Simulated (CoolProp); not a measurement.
Values from CoolProp's reference Helmholtz-energy equation of state, Lemmon 2006. It is a short technical equation, of lower accuracy than the large ones.

For CH3F (R41), give the phase and the density (kg/m³), cp (kJ/(kg K)), cv (kJ/(kg K)), isothermal compressibility (1/MPa) at 66.35 °C and 16 MPa; 134.75 °C and 16 MPa; 143.35 °C and 16 MPa.


- 66.35 °C and 16 MPa: supercritical; density 530, cp 2.94, cv 1.24, isothermal compressibility 0.0220
- 134.75 °C and 16 MPa: supercritical; density 263, cp 2.78, cv 1.29, isothermal compressibility 0.0798
- 143.35 °C and 16 MPa: supercritical; density 245, cp 2.62, cv 1.29, isothermal compressibility 0.0793
